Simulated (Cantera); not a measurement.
Standard-state values (1 bar) from the NASA 1993 polynomials, evaluated with Cantera. Values are per mole of reaction as written; species without (g) are pure solids or liquids, kept so even where they would boil at 1 bar. ZrN: taken at fixed stoichiometry.

### Question
Between 300 and 2998 K, where is each reaction favourable under standard conditions?
- 2 ZrN + 4 OH(g) ⇌ N2(g) + 4 H(g) + 2 ZrO2(g)
- 3 OH(g) + 2 Zr + NO(g) ⇌ NH3(g) + 2 ZrO2(g)

### Answer
- 2 ZrN + 4 OH(g) ⇌ N2(g) + 4 H(g) + 2 ZrO2(g): ΔG° is 757 kJ at 300 K and -275 kJ at 2998 K; it changes sign between 300 and 2898 K. ΔH° is 826 kJ and ΔS° 368 J/K at 2998 K.
- 3 OH(g) + 2 Zr + NO(g) ⇌ NH3(g) + 2 ZrO2(g): ΔG° is -798 kJ at 300 K and -395 kJ at 2998 K; it stays negative (K > 1). ΔH° is -946 kJ and ΔS° -184 J/K at 2998 K.
